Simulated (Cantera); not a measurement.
A closed system holds: 1 mol TiO₂, 4.9 mol C, 2.4 mol H₂, held at 10.0 mbar.

Equilibrium computed with Cantera from the NASA thermochemical tables; the gas is ideal and each condensed phase is pure. Candidate condensed phases: C, C₆H₆, C₇H₈, C₈H₁₈, H₂O, Ti, TiC, TiO, TiO₂, Ti₂O₃, Ti₃O₅, Ti₄O₇; 113 gas species. TiC: taken at fixed stoichiometry. Kinetics and transport are ignored.

### Question
At 1723 K, list the 4 most abundant gas species with their mole fractions, and the condensed phases.

### Answer
H₂ 0.544, CO 0.454, H 0.00135, C₂H₂ (acetylene) 4.93e-5. Condensed: C(graphite) + TiC(s).
